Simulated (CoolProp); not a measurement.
The fluid at 317.45 K and 0.864 MPa is compressed adiabatically to 1.69 MPa with isentropic efficiency 0.7. The same conditions are run with several fluids, on thermodynamics alone (safety and materials aside).

Computed with CoolProp (reference Helmholtz-energy equation of state of each fluid (chlorine: Thol 2021; R507A: Lemmon 2003; R407C: Lemmon 2003; ammonia: Gao 2020; carbonyl sulfide: Lemmon 2006)). Blends and air are pseudo-pure fits.

### Question
Rank chlorine, R507A, R407C, ammonia, carbonyl sulfide by work (kJ/kg), highest first.

### Answer
ammonia (148), carbonyl sulfide (40.8), chlorine (34.9), R407C (26.3), R507A (22.5)

```tsv
fluid	final temperature (K)	final density (kg/m³)
chlorine	392.8	40.4
R507A	349.4	69.6
R407C	354.6	58.6
ammonia	386.4	9.62
carbonyl sulfide	379.2	35.6
```
